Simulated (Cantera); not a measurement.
What does this Cantera script print?

```python
import numpy as np
import cantera as ct

gas = ct.Solution("gri30.yaml")


def delay(T, t_max=10):
    gas.TPX = T, 101325, {'C3H8': 1, 'O2': 2.63, 'N2': 12.1}
    reactor = ct.IdealGasReactor(gas, clone=False)
    net = ct.ReactorNet([reactor])
    net.rtol, net.atol = 1e-8, 1e-16
    while net.time < t_max:
        t_old, T_old = net.time, reactor.T
        net.step()
        if reactor.T > T + 400:  # ignition: a rise of 400 K
            return t_old + (T + 400 - T_old) / (reactor.T - T_old) * (net.time - t_old)
    return np.nan


taus = []
for T in [1025, 1100, 1175, 1250, 1325, 1400, 1475, 1550, 1625]:
    taus.append(delay(T))
    print(f"T0 = {T:6g} K   tau = {taus[-1]:.4e} s")
```

Result:

```
T0 =   1025 K   tau = 3.6262e-01 s
T0 =   1100 K   tau = 6.0431e-02 s
T0 =   1175 K   tau = 1.1197e-02 s
T0 =   1250 K   tau = 2.5289e-03 s
T0 =   1325 K   tau = 7.1733e-04 s
T0 =   1400 K   tau = 2.5351e-04 s
T0 =   1475 K   tau = 1.0893e-04 s
T0 =   1550 K   tau = 5.5218e-05 s
T0 =   1625 K   tau = 3.2000e-05 s
```

Detailed kinetics in Cantera: GRI-Mech 3.0 (53 species, 325 reactions). GRI-Mech 3.0 was tuned for natural gas; its chemistry of propane as a main component is partial and can be far from experiment.
